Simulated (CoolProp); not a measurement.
Model: reference Helmholtz-energy equation of state, Span 2003, in CoolProp. It is a short technical equation, of lower accuracy than the large ones.

Question: For n-heptane, give the phase and the density (kg/m³), cp (kJ/(kg K)), expansivity (1/kK), conductivity (mW/(m K)) at 326.85 °C and 3.78 bar; 326.85 °C and 26.5 bar.

Answer: 
- 326.85 °C and 3.78 bar: gas; density 7.85, cp 2.89, expansivity 1.89, conductivity 46.6
- 326.85 °C and 26.5 bar: gas; density 72.9, cp 3.24, expansivity 4.94, conductivity 54.6

Thermal conductivity comes from a separate model (Assael 2013).
